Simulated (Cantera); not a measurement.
Charge: 1 mol CH3SiCl3, 0.77 mol C2H2, a varied amount of H2, 0.47 mol C2H4, at 1825 K and 45.0 mbar.

Cantera equilibrium calculation (NASA polynomials, part measured and part estimated; ideal gas, pure solids and liquids). Candidate condensed phases: C, C6H6, C7H8, C8H18, Si, SiC; 109 gas species. The feed counts by its element totals alone. The tables' values for SiCl3, SiCl are old estimates; treat these amounts as uncertain. The numbers say what is thermodynamically allowed, not how fast it happens.

x: gas mole fraction; n: condensed amount in mol.

```csv
n(H2) (mol),x H2,x HCl,x SiCl2,x H,x SiCl3,x Cl,x C2H2 (acetylene),n C(graphite),n SiC(s)
2.6,0.608,0.370,0.0182,0.00162,0.000828,0.000752,0.000131,2.62,0.860
3.4,0.644,0.338,0.0143,0.00167,0.000580,0.000667,0.000138,2.60,0.878
4.5,0.684,0.302,0.0107,0.00172,0.000377,0.000578,0.000147,2.58,0.897
5.9,0.724,___,___,0.00177,0.000235,___,0.000155,2.56,0.914
7.7,0.762,___,___,0.00181,0.000141,___,0.000164,2.55,0.929
10,0.798,0.195,0.00385,0.00185,8.10e-5,0.000346,0.000171,2.53,0.942
13,0.831,0.164,0.00259,0.00189,4.47e-5,0.000284,0.000179,2.52,0.953
17,0.862,0.134,0.00169,0.00193,2.35e-5,0.000229,0.000185,2.51,0.963
23,0.891,0.106,0.00101,0.00196,1.09e-5,0.000178,0.000191,2.50,0.971
30,0.912,0.0849,0.000637,0.00198,5.44e-6,0.000141,0.000196,2.49,0.977
39,0.930,0.0676,0.000396,0.00200,2.67e-6,0.000111,0.000200,2.48,0.982
51,0.944,0.0532,0.000242,0.00202,1.27e-6,8.67e-5,0.000203,2.47,0.986
```

Question: Fill in the missing entries.

Answer: 
- 7.7, x HCl: 0.229
- 7.7, x SiCl2: 0.00556
- 7.7, x Cl: 0.000416
- 5.9, x HCl: 0.266
- 5.9, x SiCl2: 0.00784
- 5.9, x Cl: 0.000494
